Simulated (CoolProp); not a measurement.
Model: reference Helmholtz-energy equation of state, Wu 2011, in CoolProp.

For dimethyl ether, give the phase and the density (kg/m³), cv (kJ/(kg K)), Joule-Thomson coefficient (K/MPa), viscosity (µPa s) at 422 K and 2.96 MPa; 422 K and 20.8 MPa.


- 422 K and 2.96 MPa: gas; density 47.7, cv 1.72, Joule-Thomson coefficient 8.99, viscosity 14.1
- 422 K and 20.8 MPa: supercritical; density 511, cv 1.83, Joule-Thomson coefficient 0.320, viscosity 62.9

Viscosity comes from a separate model (Meng 2012).
